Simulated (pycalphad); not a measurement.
**Effect of Hf content in Ti-Hf-B**

Computed with pycalphad from the COST 507 light-alloy database (1999), at 1 atm. The database dates from 1999; later assessments differ in places, in temperatures and in the compounds included. Amounts are mole fractions of atoms. Kinetics are ignored, which matters at the lower temperatures.

Question: One of these alloys has its liquidus at 1871 K, its solidus at 1823 K, and holds hcp 0.93, BM 0.07 at 950 K. Which?
A. Ti-43.89Hf-0.566B (wt.%)
B. Ti-9.99Hf-0.773B (wt.%)
C. Ti-32.77Hf-0.6339B (wt.%)
D. Ti-26.15Hf-0.6744B (wt.%)

Answer: A, Ti-43.89Hf-0.566B (wt.%). The others: Ti-9.99Hf-0.773B (wt.%), liquidus 1864, solidus 1814; Ti-26.15Hf-0.6744B (wt.%), liquidus 1862, solidus 1816; Ti-32.77Hf-0.6339B (wt.%), liquidus 1863, solidus 1818

Database names, with the compositions (at.%) that they take in these runs: BM: Ti 47-50 B 50 Hf 0-3.
